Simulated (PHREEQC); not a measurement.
Alkaline etch or developer: speciation

Make-up at 25 °C: 0.0041 mol/kgw TMAH, 0.0003 mol/kgw K2SiO3 and 0.0083 mol/kgw K2CO3. Closed to the air; pH follows from the charge balance.

All values are PHREEQC results (ion-association model, phreeqc.dat), not measurements.

Each row changes one thing in this solution. No solid was allowed to form.

```
case                                    pH  ionic strength (mol/kgw)  HCO3- (mol/kgw)  CO2 (mol/kgw)
-----------------------------------  -----  ------------------------  ---------------  -------------
as made                              11.59                    0.0293         0.000276        1.35e-9
TMAH from 0.0041 to 0.0205 mol/kgw       ?                    0.0460          6.04e-5       6.67e-11
TMAH from 0.0041 to 0.041 mol/kgw        ?                    0.0666          2.92e-5       1.63e-11
K2CO3 from 0.0083 to 0.0166 mol/kgw  11.59                    0.0540         0.000494        2.32e-9
K2SiO3 left out                          ?                    0.0287         0.000293        1.53e-9
```

Task: Complete the blanks.

Result: 
- TMAH from 0.0041 to 0.0205 mol/kgw, pH: 12.23
- TMAH from 0.0041 to 0.041 mol/kgw, pH: 12.51
- K2SiO3 left out, pH: 11.56

(CH3)4N+ isn't in the database: it is added as a free cation with an ion size of 4 Å.
